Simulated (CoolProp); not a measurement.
A Linde-Hampson liquefier for ethylene: isothermal reversible compression at 320 K from 1 atm to 10 MPa, throttling to 1 atm, return gas leaving the recuperator 5 K below the feed. Each further row changes one setting.

The numbers come from the reference Helmholtz-energy equation of state, Smukala 2000 in CoolProp.

```csv
case,liquid yield per pass,compression work (kJ/kg of gas)
as stated,___,386
high pressure 20 MPa,___,418
warm-end temperature 350 K,0.191,___
warm-end gap 10 K,___,386
```

Task: Complete the blanks.

Result: 
- as stated, liquid yield per pass: 0.312
- high pressure 20 MPa, liquid yield per pass: 0.410
- warm-end temperature 350 K, compression work (kJ/kg of gas): 440
- warm-end gap 10 K, liquid yield per pass: 0.304
